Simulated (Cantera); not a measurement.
# Thermodynamics of calcination and drying, feed MgSO4 + C + H2

Input: 1 mol MgSO4, 0.3 mol C, 0.55 mol H2, at 1675 °C.

Equilibrium computed with Cantera from the NASA thermochemical tables; the gas is ideal and each condensed phase is pure. Candidate condensed phases: C, C6H6, C7H8, C8H18, H2O, H2SO4, Mg, MgCO3, MgO, Mg(OH)2, MgS, MgSO4, S; 130 gas species. The numbers say what is thermodynamically allowed, not how fast it happens.

```
P (Pa)   x SO2  x H2O   x CO2    x CO    x H2     x SO      x O2       x H      x OH  n MgO(s)
-------  -----  -----  ------  ------  ------  -------  --------  --------  --------  --------
10       0.481  0.234  0.0979  0.0553  0.0301   0.0294    0.0225    0.0196    0.0138     0.982
52       0.507  0.259   0.112  0.0470  0.0247   0.0230   0.00786   0.00779   0.00740     0.997
270      0.517  0.270   0.119  0.0424  0.0219   0.0199   0.00209   0.00322   0.00359     1.000
1400     0.520  0.274   0.121  0.0407  0.0210   0.0189  0.000454   0.00138   0.00164     1.000
7200     0.521  0.276   0.123  0.0392  0.0201   0.0179   9.80e-5  0.000596  0.000743     1.000
37000    0.520  0.279   0.127  0.0358  0.0180   0.0159   2.42e-5  0.000249  0.000350     1.000
190000   0.519  0.283   0.133  0.0301  0.0146   0.0127   7.36e-6   9.91e-5  0.000174     1.000
1000000  0.518  0.287   0.140  0.0233  0.0108  0.00929   2.61e-6   3.72e-5   8.92e-5     1.000
```
x: gas mole fraction; n: condensed amount in mol.

From 0.000100 bar to 10.0 bar the condensed part is MgO(s). The main Mg-bearing gas is Mg at 0.000100 bar and Mg(OH)2 at 10.0 bar.
